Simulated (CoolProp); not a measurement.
Computed with CoolProp (reference Helmholtz-energy equation of state, Zhou 2011).

Question: Give the vapour pressure (MPa), enthalpy of vaporisation (kJ/kg), surface tension (mN/m) of saturated dimethyl carbonate at 98.05, 154.05 °C.

Answer: 
```json
[
 {"T (°C)": "98.05", "p (MPa)": "0.130", "enthalpy of vaporisation (kJ/kg)": "370", "surface tension (mN/m)": "17.9"},
 {"T (°C)": "154.05", "p (MPa)": "0.547", "enthalpy of vaporisation (kJ/kg)": "326", "surface tension (mN/m)": "10.9"}
]
```

Surface tension comes from a separate correlation (Mulero 2014).
